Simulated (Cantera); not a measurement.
MgO + SO3 + N2 (roasting and sulfation)

Feed: 1 mol MgO, 3 mol SO3, 3.2 mol N2, at 10.0 bar.

Cantera equilibrium calculation (NASA polynomials, part measured and part estimated; ideal gas, pure solids and liquids). Candidate condensed phases: Mg, MgO, MgS, MgSO4, S; 22 gas species. Rates play no part.

| T (K) | log p N2 | log p SO2 | log p O2 | log p SO3 | log p NO | log p NO2 | n MgSO4(s) | n MgSO4(l) |
|---|---|---|---|---|---|---|---|---|
| 1100 | 0.74 | 0.32 | 0.02 | 0.13 | -3.30 | -4.49 | 1.00 | 0 |
| 1150 | 0.73 | 0.38 | 0.07 | 0.01 | -3.09 | -4.37 | 1.00 | 0 |
| 1200 | 0.73 | 0.41 | 0.11 | -0.12 | -2.90 | -4.27 | 1.00 | 0 |
| 1250 | 0.72 | 0.44 | 0.14 | -0.25 | -2.73 | -4.19 | 1.00 | 0 |
| 1300 | 0.72 | 0.46 | 0.16 | -0.38 | -2.57 | -4.12 | 1.00 | 0 |
| 1350 | 0.72 | 0.47 | 0.17 | -0.50 | -2.43 | -4.06 | 1.00 | 0 |
| 1400 | 0.72 | 0.48 | 0.18 | -0.62 | -2.30 | -4.00 | 0 | 1.00 |
| 1450 | 0.72 | 0.49 | 0.19 | -0.73 | -2.18 | -3.95 | 0 | 1.00 |
log p: log10 of the partial pressure in bar; n: condensed amount in mol.

From 1100 K to 1350 K the condensed part is MgSO4(s). From 1400 K to 1450 K the condensed part is MgSO4(l).
